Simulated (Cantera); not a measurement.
An adiabatic, constant-volume homogeneous reactor starts with H₂ : O₂ : N₂ = 1 : 0.294 : 1.11 (molar parts), equivalence ratio 1.7, at 1575 K and 3750 Torr. Integrator tolerance rtol = 1e-08.

Detailed kinetics in Cantera: the H2/O2 subset of GRI-Mech 3.0, which has no nitrogen chemistry. The hydrogen kinetics of GRI-Mech 3.0 are dated; newer H2 mechanisms differ, most at raised pressure. Above 3000 K some thermodynamic fits are extrapolated.

**Question.** What does this change do: pressure from 3750 Torr to 9000 Torr?

**Answer.** 
```
quantity                                                            before                                      after
---------------------------------  ---------------------------------------  -----------------------------------------
time of steepest temperature rise                                  2.20 µs                                   0.970 µs
temperature at 1.00 s                                               3177 K                                     3263 K
equilibrium temperature                                             3177 K                                     3263 K
x(H₂) at 1.00 s                        0.184 (gas-phase equilibrium 0.184)        0.186 (gas-phase equilibrium 0.186)
x(O₂) at 1.00 s                    0.00122 (gas-phase equilibrium 0.00122)  0.000845 (gas-phase equilibrium 0.000845)
x(O) at 1.00 s                     0.00234 (gas-phase equilibrium 0.00234)    0.00161 (gas-phase equilibrium 0.00161)
x(HO₂) at 1.00 s                   3.29e-6 (gas-phase equilibrium 3.29e-6)    3.62e-6 (gas-phase equilibrium 3.62e-6)
x(OH) at 1.00 s                      0.0190 (gas-phase equilibrium 0.0190)      0.0165 (gas-phase equilibrium 0.0165)
x(H₂O₂) at 1.00 s                  5.79e-7 (gas-phase equilibrium 5.79e-7)    8.64e-7 (gas-phase equilibrium 8.64e-7)
```
The pressure lies above the range GRI-Mech 3.0 was tuned for (to about 10 atm).

**Question.** What does this change do: pressure from 3750 Torr to 10500 Torr?

**Answer.** 
| quantity | before | after |
|---|---|---|
| time of steepest temperature rise | 2.20 µs | 0.850 µs |
| temperature at 1.00 s | 3177 K | 3278 K |
| equilibrium temperature | 3177 K | 3278 K |
| x(H₂) at 1.00 s | 0.184 (gas-phase equilibrium 0.184) | 0.187 (gas-phase equilibrium 0.187) |
| x(O₂) at 1.00 s | 0.00122 (gas-phase equilibrium 0.00122) | 0.000786 (gas-phase equilibrium 0.000786) |
| x(O) at 1.00 s | 0.00234 (gas-phase equilibrium 0.00234) | 0.00149 (gas-phase equilibrium 0.00149) |
| x(HO₂) at 1.00 s | 3.29e-6 (gas-phase equilibrium 3.29e-6) | 3.66e-6 (gas-phase equilibrium 3.66e-6) |
| x(OH) at 1.00 s | 0.0190 (gas-phase equilibrium 0.0190) | 0.0160 (gas-phase equilibrium 0.0160) |
| x(H₂O₂) at 1.00 s | 5.79e-7 (gas-phase equilibrium 5.79e-7) | 9.23e-7 (gas-phase equilibrium 9.23e-7) |
The pressure lies above the range GRI-Mech 3.0 was tuned for (to about 10 atm).
